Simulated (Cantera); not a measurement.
A Cantera script and its output.

```python
import numpy as np
import cantera as ct

gas = ct.Solution("gri30.yaml")
gas.TPX = 1300, 52000, {'CH4': 0.0078, 'O2': 0.018, 'N2': 1}
inlet = ct.Reservoir(gas, clone=True)

reactor = ct.IdealGasConstPressureReactor(gas, energy="off", clone=False)
exhaust = ct.Reservoir(gas, clone=True)
tau = [0.33, 0.19, 0.12, 0.07, 0.042, 0.025, 0.015, 0.0089, 0.0053][0]
for a, b in ((inlet, reactor), (reactor, exhaust)):
    ct.MassFlowController(a, b, mdot=lambda t: reactor.mass / tau)
net = ct.ReactorNet([reactor])
show = ['CH4', 'O2', 'O', 'CH2', 'CO']

rows = []
print(f"{'tau/s':>10s}{'T/K':>9s}" + "".join(f"{s:>11s}" for s in show))
for tau in [0.33, 0.19, 0.12, 0.07, 0.042, 0.025, 0.015, 0.0089, 0.0053]:
    net.initial_time = 0.0
    net.advance(30 * tau)
    before = gas.X
    net.advance(40 * tau)
    drift = np.max(np.abs(gas.X - before) / (gas.X + 1e-9))
    rows.append([gas.T, *gas[show].X, drift])
    print(f"{tau:10.3e}{gas.T:9.1f}" + "".join(f"{x:11.3e}" for x in gas[show].X))
```

Output:

```
     tau/s      T/K        CH4         O2          O        CH2         CO
 3.300e-01   1300.0  1.307e-05  2.553e-03  4.137e-05  3.936e-08  2.780e-04
 1.900e-01   1300.0  1.804e-05  2.645e-03  5.655e-05  5.192e-08  3.919e-04
 1.200e-01   1300.0  2.359e-05  2.747e-03  7.253e-05  6.418e-08  5.185e-04
 7.000e-02   1300.0  3.247e-05  2.904e-03  9.552e-05  8.134e-08  7.148e-04
 4.200e-02   1300.0  4.436e-05  3.101e-03  1.214e-04  1.019e-07  9.622e-04
 2.500e-02   1300.0  6.192e-05  3.362e-03  1.507e-04  1.303e-07  1.293e-03
 1.500e-02   1300.0  8.830e-05  3.700e-03  1.794e-04  1.716e-07  1.717e-03
 8.900e-03   1300.0  1.327e-04  4.164e-03  2.018e-04  2.415e-07  2.280e-03
 5.300e-03   1300.0  2.159e-04  4.822e-03  2.029e-04  3.755e-07  3.007e-03
```

Computed with Cantera and GRI-Mech 3.0 (53 species, 325 reactions).
